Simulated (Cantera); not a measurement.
Source: NASA polynomial tables (part measured, part estimated), evaluated in Cantera. Values are per mole of reaction as written; species without (g) are pure solids or liquids, kept so even where they would boil at 1 bar.

0.6667 Cr + O2(g) ⇌ 0.6667 CrO3(g)

```tsv
T (K)	ΔH° (kJ)	ΔS° (J/K)	ΔG° (kJ)	log10 K
1550	-201.2	-50.5	-122.9	4.14
1650	-202.4	-51.3	-117.8	3.73
1750	-203.7	-52.0	-112.6	3.36
1850	…	…	…	…
1950	…	…	…	…
2050	-208.5	-54.6	-96.6	2.46
```

Task: Complete the blanks.

Result: 
- 1850, ΔH° (kJ): -205.1
- 1850, ΔS° (J/K): -52.8
- 1850, ΔG° (kJ): -107.4
- 1850, log10 K: 3.03
- 1950, ΔH° (kJ): -206.7
- 1950, ΔS° (J/K): -53.7
- 1950, ΔG° (kJ): -102.0
- 1950, log10 K: 2.73
